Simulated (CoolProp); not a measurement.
Vapour pressure (MPa) of n-hexane: the reference equation beside estimates from Tc = 507.8 K, pc = 3.044 MPa, ω = 0.300. Clausius-Clapeyron is anchored at 260.5 K with a constant enthalpy of vaporisation of 33.70 kJ/mol.

Model: reference Helmholtz-energy equation of state, Thol 2019, in CoolProp.

```
T (K)  reference  Clausius-Clapeyron  van der Waals  Peng-Robinson
-----  ---------  ------------------  -------------  -------------
235.1  0.0005274                 ___        0.04929      0.0005749
241.5        ___           0.0008674        0.05977      0.0009119
247.8   0.001315            0.001329        0.07160       0.001398
254.2        ___            0.002006        0.08525       0.002105
260.5   0.002950            0.002950         0.1004       0.003080
266.9   0.004283            0.004284         0.1177       0.004437
273.2        ___            0.006080         0.1367       0.006234
279.6   0.008451            0.008539         0.1581       0.008648
```

Task: Complete the blanks.

Result: 
- 235.1, Clausius-Clapeyron: 0.0005493
- 241.5, reference: 0.0008477
- 254.2, reference: 0.002000
- 273.2, reference: 0.006057

Absolute difference from the reference over all 8 rows, mean and median: Clausius-Clapeyron 1.2 and 0.7 %, van der Waals 4447.9 and 3732.9 %, Peng-Robinson 5.2 and 4.8 %.
